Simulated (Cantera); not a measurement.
Pyrogenic steam for wet oxidation

An isothermal, constant-pressure homogeneous reactor starts with 38.8 % H₂, 32.4 % O₂, 28.8 % N₂, at 1098 K and 0.200 bar.

Computed with Cantera and GRI-Mech 3.0 (53 species, 325 reactions). The temperature is held fixed by assumption; the heat of reaction is taken as removed at once.

```
t (s)         x H₂   x O₂     x NO  x H₂O       x H
--------  --------  -----  -------  -----  --------
0.000200     0.240  0.262  1.05e-7  0.114    0.0732
0.000538   0.00641  0.162  2.15e-6  0.472   0.00114
0.00145    0.00116  0.161  2.12e-6  0.480   3.49e-5
0.00390   0.000236  0.161  2.07e-6  0.482   2.83e-6
0.0105     3.34e-5  0.161  2.04e-6  0.482   2.11e-7
0.0283     2.98e-6  0.161  2.07e-6  0.482   1.42e-8
0.0761     2.80e-7  0.161  2.11e-6  0.482   1.51e-9
0.205      6.47e-8  0.161  2.14e-6  0.482  2.66e-10
0.552      2.12e-8  0.161  2.15e-6  0.482  5.60e-11
1.49       8.03e-9  0.161  2.15e-6  0.482  1.35e-11
4.00       4.13e-9  0.161  2.14e-6  0.482  4.77e-12
```
x: mole fraction; the columns are a selection and need not sum to one.

Equilibrium at this temperature and pressure: H₂ 3.39e-9, O₂ 0.161, NO 4.94e-5, H₂O 0.482, H 3.24e-12 (gas phase only).
